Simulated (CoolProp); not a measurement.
Saturation properties of toluene (Tc = 591.7 K, pc = 4.126 MPa, ω = 0.266).

Values from CoolProp's reference Helmholtz-energy equation of state, Lemmon 2006. It is a short technical equation, of lower accuracy than the large ones.

```tsv
T (K)	p (MPa)	vapour density (kg/m³)	liquid cp (kJ/(kg K))
313.9	0.008168	0.2903	1.753
322.4	0.01190	0.4126	1.781
331	0.01701	0.5761	1.811
339.6	0.02381	0.7882	1.841
348.2	0.03267	1.059	1.872
356.8	0.04402	1.399	1.903
365.3	0.05817	1.814	1.934
373.9	0.07595	2.328	1.966
382.5	0.09779	2.950	1.998
```

It boils at 383.7 K under 1 atm.
